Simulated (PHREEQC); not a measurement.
A made-up water analysis in mmol/kgw, 55 °C, pH 7.22:

```csv
constituent,mmol/kgw
Na,111
K,0.0143
Ca,10.3
Mg,1.84
Cl,104
S(6),17.6
Alkalinity (meq/kgw),0.436
B,2.37
```

Cl is adjusted to close the charge balance.
Valence states are taken as typed.

Equilibrium calculation in PHREEQC: Pitzer model, pitzer.dat.

The ionic strength comes out as 0.165 mol/kgw. What activity coefficients do SO4-2, OH-, CO3-2, K+, HCO3- get?

SO4-2 0.21, OH- 0.68, CO3-2 0.24, K+ 0.73, HCO3- 0.78. Single-ion values are on the MacInnes scale.

No solid was allowed to form. At this temperature some constants are extrapolated from 25 °C, and those without enthalpy data are left unchanged.
